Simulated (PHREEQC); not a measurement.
Silver or lead bath: an equilibrium model

Consider water at 25 °C with 21 mmol/kgw Pb(NO3)2 and 0.62 mmol/kgw KBr. Closed to the air; pH follows from the charge balance.

The numbers come from PHREEQC with the ion-association model, phreeqc.dat.

This is a speciation only: nothing precipitates in the calculation.

Q: Estimate the pH.

A: pH 4.78.

Q: In which forms is Pb present?

A: Pb+2 80 %, PbNO3+ 19 %, PbBr+ 0.9 % of the Pb.
